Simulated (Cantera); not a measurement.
Input: 1 mol C2H2, a varied amount of H2O, 25 mol N2, held at 51.0 bar.

Method: chemical equilibrium by Gibbs-energy minimisation in Cantera with the NASA 1993 tables (ideal gas, pure condensed phases). Candidate condensed phases: C, C6H6, C7H8, C8H18, H2O; 136 gas species. The ideal-gas law is rough above about 30 bar. The numbers say what is thermodynamically allowed, not how fast it happens.

Problem. What condenses at these points (T in K, n(H2O) in mol): (1250, 1.3); (1250, 0.62); (1700, 0.52); (1850, 2.2); (2150, 1.5)?

Solution. 
| T (K) | n(H2O) in mol | condensed phases | C condensed (%) |
|---|---|---|---|
| 1250 | 1.3 | C | 35.3 |
| 1250 | 0.62 | C | 68.2 |
| 1700 | 0.52 | C | 72.6 |
| 1850 | 2.2 | gas only | 0.0 |
| 2150 | 1.5 | C | 13.8 |
